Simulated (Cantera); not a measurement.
Input: 1 mol Si₃N₄, 0.017 mol CO₂, 350 mol N₂, held at 925 °C and 16.0 Pa.

Cantera equilibrium calculation (NASA polynomials, part measured and part estimated; ideal gas, pure solids and liquids). Candidate condensed phases: C, Si, SiC, SiO₂, Si₂N₂O, Si₃N₄; 34 gas species. Mutual solubility and eutectic melting of coexisting phases are not modelled. The numbers say what is thermodynamically allowed, not how fast it happens.

Base state: N₂ 1.000, CO 2.18e-5 (mole fractions); condensed: SiC(s) + Si₂N₂O(s) + Si₃N₄(s).

Question: What changes in the equilibrium state with this change: temperature from 925 °C to 1152 °C?

Answer: 
```tsv
species	before	after
N₂	1.000	1.000
SiO	2.91e-8	5.34e-5
CO	2.18e-5	4.38e-5
SiC(s), mol	0.00936	0.00168
Si₂N₂O(s), mol	0.0264	0
Si₃N₄(s), mol	0.979	0.993
```
